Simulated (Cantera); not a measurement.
Input: 1 mol C2H2, 0.022 mol H2O, 0.12 mol O2, equilibrated at 23.0 Pa.

These are equilibrium values from Cantera (NASA tables, ideal gas, pure condensed phases), not measurements of a reactor. Candidate condensed phases: C, C6H6, C7H8, C8H18, H2O; 131 gas species. Ions and electrons are included (thermal ionisation). Kinetics and transport are ignored. All values below are at 4727 °C.

Base state: H 0.488, C 0.444, O 0.0317, CO 0.0308, e- 0.00256, C+ 0.00255, C2 3.02e-5 (mole fractions); condensed: gas only.

Problem. What changes in the equilibrium state with this change: O2 from 0.12 to 0.16 mol?

Solution. 
```csv
species,before,after
H,0.488,0.483
C,0.444,0.431
O,0.0317,0.0416
CO,0.0308,0.0392
C2,3.02e-5,2.85e-5
C+,0.00255,0.00251
e-,0.00256,0.00252
```

Problem. What changes in the equilibrium state with this change: C2H2 replaced by C2H5OH?

Solution. 
| species | before | after |
|---|---|---|
| H | 0.488 | 0.674 |
| C | 0.444 | 0.181 |
| O | 0.0317 | 0.101 |
| CO | 0.0308 | 0.0400 |
| C2 | 3.02e-5 | 5.05e-6 |
| H+ | 9.55e-6 | 2.05e-5 |
| C+ | 0.00255 | 0.00162 |
| e- | 0.00256 | 0.00165 |
